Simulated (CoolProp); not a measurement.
Vapour-liquid equilibrium of methanol (1) + water (2) at 390.9 K; x and y are mole fractions of (1).

Model: multi-fluid Helmholtz-energy mixture model, de Reuck 1993 and Wagner 2002; pair parameters Bell 2016, in CoolProp.

Question: Give the bubble pressure and the first vapour's composition at x = 0.25, 0.55, 0.95. Is there an azeotrope?

Answer: x = 0.25: 0.3221 MPa, y = 0.543; x = 0.55: 0.4435 MPa, y = 0.776; x = 0.95: 0.5837 MPa, y = 0.976. No azeotrope shows between x = 0.05 and 0.95.

The pair parameters rest on a limited set of measurements; away from them the model extrapolates.
